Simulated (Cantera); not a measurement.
## Stirred combustor or abatement burner

A perfectly stirred reactor is fed with C3H8 : O2 : N2 = 1 : 6.76 : 45.3 (molar parts), equivalence ratio 0.74, at 2.40 bar; it is adiabatic with a 448 K inlet, and is followed from long to short residence time, starting on the burning branch (τ in s: 0.026, 0.0099, 0.0038, 0.0015, 0.00056, 0.00022, 8.3e-05, 3.2e-05, 1.2e-05).

Detailed kinetics in Cantera: GRI-Mech 3.0 (53 species, 325 reactions). GRI-Mech 3.0 was tuned for natural gas; its chemistry of propane as a main component is partial and can be far from experiment.

| τ (s) | T (K) | x C3H8 | x O2 | x CH3 | x HO2 | x NO2 | x H2 | x CH2 |
|---|---|---|---|---|---|---|---|---|
| 0.026 | 1537 | 4.55e-6 | 0.0330 | 2.69e-6 | 5.47e-6 | 2.44e-8 | 0.000124 | 6.73e-8 |
| 0.0099 | 1528 | 8.42e-6 | 0.0334 | 4.86e-6 | 9.44e-6 | 1.70e-8 | 0.000231 | 1.56e-7 |
| 0.0038 | 1512 | 1.57e-5 | 0.0343 | 8.90e-6 | 1.57e-5 | 1.21e-8 | 0.000421 | 3.46e-7 |
| 0.0015 | 1482 | 3.14e-5 | 0.0361 | 1.73e-5 | 2.55e-5 | 8.89e-9 | 0.000744 | 7.30e-7 |
| 0.00056 | 448 | 0.0188 | 0.127 | <1e-12 | <1e-12 | <1e-12 | <1e-12 | <1e-12 |
| 0.00022 | 448 | 0.0188 | 0.127 | <1e-12 | <1e-12 | <1e-12 | <1e-12 | <1e-12 |
| 8.3e-5 | 448 | 0.0188 | 0.127 | <1e-12 | <1e-12 | <1e-12 | <1e-12 | <1e-12 |
| 3.2e-5 | 448 | 0.0188 | 0.127 | <1e-12 | <1e-12 | <1e-12 | <1e-12 | <1e-12 |
| 1.2e-5 | 448 | 0.0188 | 0.127 | <1e-12 | <1e-12 | <1e-12 | <1e-12 | <1e-12 |
x: mole fraction; the columns are a selection and need not sum to one.
